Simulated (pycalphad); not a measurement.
Source of the numbers: pycalphad with the COST 507 light-alloy database (1999); pressure 1 atm. No gas phase is included, though pure Mg would boil below 1650 K. These are 1990s assessments: newer ones move some temperatures and phases. Diffusion is slow at the low end, where real alloys seldom reach equilibrium.

Molar enthalpy of Mg-6.02Si-0.58Al (at.%) in equilibrium (SER reference):

| T (K) | H (kJ/mol) | phases |
|---|---|---|
| 1650 | 49.71 | liquid |
| 1575 | 47.17 | liquid |
| 1500 | 44.63 | liquid |
| 1425 | 42.09 | liquid |
| 1350 | 39.54 | liquid |
| 1275 | 37.00 | liquid |
| 1200 | 34.47 | liquid |
| 1125 | 31.93 | liquid |
| 1100 | 31.08 | liquid |
| 1050 | 28.12 | liquid + MG2SI |
| 975 | 23.77 | liquid + MG2SI |
| 900 | 13.04 | hcp + MG2SI + liquid |
| 875 | 11.96 | hcp + MG2SI |
| 850 | 11.20 | hcp + MG2SI |
| 825 | 10.45 | hcp + MG2SI |
| 750 | 8.24 | hcp + MG2SI |
| 675 | 6.09 | hcp + MG2SI |
| 600 | 3.99 | hcp + MG2SI |
| 525 | 1.95 | hcp + MG2SI |
| 450 | -0.04 | hcp + MG2SI |
| 375 | -1.97 | hcp + MG2SI |

Cooling from 1100 K to 875 K, across the freezing range, releases 19.1 kJ/mol, or 779 J/g. The slope is 34 J/(mol K) in the liquid and 30 J/(mol K) just below the solidus, where it includes any heat of precipitation. Liquidus 1084 K, solidus 899 K. Changes were sought between steps of 25 K, so a narrower field can be missed.

Database names, with the compositions (at.%) that they take in these runs: MG2SI: Mg 67 Si 33.
